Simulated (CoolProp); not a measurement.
The numbers come from the reference Helmholtz-energy equation of state, Gao 2016 in CoolProp.

Q: For sulfur dioxide, give the phase and the cv (kJ/(kg K)), Joule-Thomson coefficient (K/MPa) at 184.55 °C and 0.596 MPa.

A: 
- 184.55 °C and 0.596 MPa: gas; cv 0.586, Joule-Thomson coefficient 10.6
